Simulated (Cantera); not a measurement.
An isothermal, constant-pressure homogeneous reactor starts with H₂ : O₂ = 0.048 : 1 (molar parts), equivalence ratio 0.024, at 1225 K and 0.0132 atm. Integrator tolerance rtol = 1e-08.

Detailed kinetics in Cantera: the H2/O2 subset of GRI-Mech 3.0, which has no nitrogen chemistry. Radical loss at walls, strong at low pressure, is not modelled. The temperature is held fixed by assumption; the heat of reaction is taken as removed at once.

What does this change do: pressure from 0.0132 atm to 0.000987 atm?


```csv
quantity,before,after
x(H₂) at 1.00 s,3.65e-6 (gas-phase equilibrium 8.85e-9),0.000653 (gas-phase equilibrium 3.23e-8)
x(O₂) at 1.00 s,0.953 (gas-phase equilibrium 0.953),0.920 (gas-phase equilibrium 0.953)
x(O) at 1.00 s,0.000145 (gas-phase equilibrium 3.58e-7),0.0293 (gas-phase equilibrium 1.31e-6)
x(OH) at 1.00 s,0.000248 (gas-phase equilibrium 1.23e-5),0.00329 (gas-phase equilibrium 2.35e-5)
x(H₂O) at 1.00 s,0.0467 (gas-phase equilibrium 0.0469),0.0408 (gas-phase equilibrium 0.0469)
x(H) at 1.00 s,2.08e-6 (gas-phase equilibrium 2.56e-10),0.00577 (gas-phase equilibrium 1.78e-9)
x(H₂O₂) at 1.00 s,1.52e-8 (gas-phase equilibrium 1.58e-10),5.90e-9 (gas-phase equilibrium 4.32e-11)
```
